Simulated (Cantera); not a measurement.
Input: 1 mol Pb, 0.27 mol CO, 0.79 mol N2, held at 802 °C and 3.10 bar.

Equilibrium computed with Cantera from the NASA thermochemical tables; the gas is ideal and each condensed phase is pure. Candidate condensed phases: C, Pb, PbO, PbO2, Pb3O4; 27 gas species. Equilibrium is a limit: real reactors are often held back by kinetics, nucleation or transport.

Base state: N2 0.760, CO 0.219, CO2 0.0203, Pb 2.45e-5 (mole fractions); condensed: C(graphite) + Pb(l).

Q: What changes in the equilibrium state with this change: CO from 0.27 to 0.18 mol?

A: 
```csv
species,before,after
N2,0.760,0.824
CO,0.219,0.165
CO2,0.0203,0.0114
Pb,2.45e-5,2.45e-5
"C(graphite), mol",0.0211,0.0110
"Pb(l), mol",1.000,1.000
```
